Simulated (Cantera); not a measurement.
Charge: 1 mol B2H6, 7.6 mol O2, at 2075 °C and 0.990 bar.

Equilibrium computed with Cantera from the NASA thermochemical tables; the gas is ideal and each condensed phase is pure. Candidate condensed phases: B, B2O3, B3O3H3, H2O; 23 gas species. The feed counts by its element totals alone. The numbers say what is thermodynamically allowed, not how fast it happens.

Base state: O2 0.519, H2O 0.248, HBO2 0.174, B2O3 0.0205, OH 0.0173, BO2 0.0146, O 0.00473, H2 0.000939 (mole fractions); condensed: gas only.

### Question
What changes in the equilibrium state with this change: temperature from 2075 °C to 575 °C?

### Answer
```tsv
species	before	after
O2	0.519	0.610
H2O	0.248	0.375
(HBO2)3	3.53e-7	0.0153
HBO2	0.174	3.65e-7
B2O3	0.0205	<1e-9
BO2	0.0146	<1e-9
OH	0.0173	8.79e-9
O	0.00473	<1e-9
H2	0.000939	<1e-9
H	0.000380	<1e-9
BO	4.49e-5	<1e-9
HO2	2.92e-5	<1e-9
B2O3(l), mol	0	0.827
```
Gases not in the tables: H3BO3.

### Question
What changes in the equilibrium state with this change: O2 from 7.6 to 0.054 mol?

### Answer
```json
[
 {"species": "H2", "before": "0.000939", "after": "0.952"},
 {"species": "HBO", "before": "1.03e-5", "after": "0.0280"},
 {"species": "H", "before": "0.000380", "after": "0.0121"},
 {"species": "O2", "before": "0.519", "after": "<1e-9"},
 {"species": "H2O", "before": "0.248", "after": "3.01e-5"},
 {"species": "OH", "before": "0.0173", "after": "6.59e-8"},
 {"species": "BO2", "before": "0.0146", "after": "1.50e-7"},
 {"species": "HBO2", "before": "0.174", "after": "5.71e-5"},
 {"species": "B2O3", "before": "0.0205", "after": "1.81e-5"},
 {"species": "O", "before": "0.00473", "after": "<1e-9"},
 {"species": "BH2", "before": "<1e-9", "after": "0.00242"},
 {"species": "B(s), mol", "before": "0", "after": "1.88"}
]
```
The tables' values for BH2 are old estimates; treat these amounts as uncertain. Gases not in the tables: B2H6 and higher boranes.
